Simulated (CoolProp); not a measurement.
Vapour-liquid equilibrium of cyclohexane (1) + o-xylene (2) at 471.7 K; x and y are mole fractions of (1).

Computed with CoolProp (multi-fluid Helmholtz-energy mixture model, Zhou 2014 and Zhou 2012; pair parameters Bell 2016).

```
x      bubble pressure (kPa)  y at the bubble point  dew pressure at overall composition x (kPa)  liquid density (mol/L)
-----  ---------------------  ---------------------  -------------------------------------------  ----------------------
0.05                   410.1                  0.168                                        367.7                   6.729
0.125                  494.5                  0.346                                        393.6                   6.744
0.2                    575.6                  0.471                                        423.1                   6.757
0.275                  653.3                  0.565                                        457.1                   6.769
0.35                   727.8                  0.638                                        496.5                   6.780
0.425                  799.4                  0.697                                        542.8                   6.791
0.5                    868.6                  0.748                                        597.5                   6.801
0.575                  936.0                  0.792                                        663.0                   6.811
0.65                    1002                  0.832                                        741.7                   6.822
0.725                   1068                  0.870                                        836.3                   6.832
0.8                     1134                  0.905                                        948.6                   6.844
0.875                   1201                  0.941                                         1078                   6.856
0.95                    1269                  0.976                                         1219                   6.871
```

No azeotrope shows between x = 0.05 and 0.95.

The pair parameters rest on a limited set of measurements; away from them the model extrapolates.
